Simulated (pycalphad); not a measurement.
CALPHAD calculation (pycalphad, COST 507 light-alloy database (1999)), 1 atm. The data set is of 1999 and partly superseded. Phase fractions are per mole of atoms. Kinetics are ignored, which matters at the lower temperatures.

**Question.** Give the equilibrium state of Si-0.59Mg (at.%) at 575 K.

**Answer.** 
```
T = 575.00 K, P = 101325 Pa, N = 1 mol of atoms
G = -13226 J/mol, H = 6024 J/mol, S = 33.48 J/(mol K)  (SER reference)
chemical potentials (J/mol): Si -12999, Mg -51420
phase             fraction      x(Si)      x(Mg)
DIAMOND_A4          0.9911     1.0000       none
MG2SI               0.0089     0.3333     0.6667
```

**Question.** Give the equilibrium state of Si-0.59Mg (at.%) at 1300 K.

**Answer.** 
```
T = 1300.00 K, P = 101325 Pa, N = 1 mol of atoms
G = -45977 J/mol, H = 25239 J/mol, S = 54.78 J/(mol K)  (SER reference)
chemical potentials (J/mol): Si -45678, Mg -96327
phase             fraction      x(Si)      x(Mg)
DIAMOND_A4          0.9859     1.0000       none
LIQUID              0.0141     0.5815     0.4185
```

Database names, with the compositions (at.%) that they take in these runs: MG2SI: Mg 67 Si 33. DIAMOND_A4 is diamond (Si). An entry "none" or "no" means that the model of the phase leaves that element out.
